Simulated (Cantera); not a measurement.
**Gas-phase reforming**

A perfectly stirred reactor is fed with 73.5 % CH₄, 26.5 % CO₂, at 12.0 bar; it is held at 1523 K, and followed from long to short residence time.

Cantera simulation using GRI-Mech 3.0 (53 species, 325 reactions); the numbers are that mechanism's predictions, not measurements. GRI-Mech 3.0 stops at C3 and has no aromatics, soot or wall deposition, so with more carbon than oxygen in the feed, carbon stays in small species such as C2H2 where larger ones or solid carbon would form. The pressure lies above the range GRI-Mech 3.0 was tuned for (to about 10 atm).

```tsv
τ (s)	x CH₄	x CO₂	x CH₂CO	x C₂H	x O₂
7.1	0.273	0.0237	9.08e-6	1.07e-9	<1e-12
1.7	0.280	0.0396	1.44e-5	1.68e-9	<1e-12
0.41	0.301	0.0674	1.77e-5	2.05e-9	<1e-12
0.097	0.391	0.138	1.03e-5	1.56e-9	<1e-12
0.023	0.559	0.223	1.96e-6	7.19e-10	<1e-12
0.0056	0.676	0.256	1.71e-7	1.88e-10	<1e-12
0.0013	0.722	0.264	5.71e-9	1.50e-11	<1e-12
```
x: mole fraction; the columns are a selection and need not sum to one.
